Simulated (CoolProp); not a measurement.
Vapour-liquid equilibrium of n-octane (1) + o-xylene (2) at 126.05 °C; x and y are mole fractions of (1).

Values from CoolProp's multi-fluid Helmholtz-energy mixture model, Beckmüller 2019 and Zhou 2012; pair parameters Bell 2016.

| x | bubble pressure (MPa) | y at the bubble point | dew pressure at overall composition x (MPa) | liquid density (mol/L) |
|---|---|---|---|---|
| 0.05 | 0.06330 | 0.086 | 0.06221 | 7.284 |
| 0.2 | [?] | [?] | 0.06690 | 6.916 |
| 0.35 | 0.07709 | 0.476 | 0.07217 | 6.575 |
| 0.5 | 0.08333 | 0.621 | 0.07807 | 6.258 |
| 0.65 | 0.08928 | 0.748 | 0.08464 | 5.963 |
| 0.8 | [?] | [?] | 0.09187 | 5.687 |
| 0.95 | 0.1006 | 0.967 | 0.09973 | 5.430 |

Question: Fill in the missing entries.

Answer: 
- 0.2, bubble pressure (MPa): 0.07046
- 0.2, y at the bubble point: 0.303
- 0.8, bubble pressure (MPa): 0.09502
- 0.8, y at the bubble point: 0.862

No azeotrope shows between x = 0.05 and 0.95.

Pair parameters are fitted to limited data, so mixtures are less certain than the pure fluids.
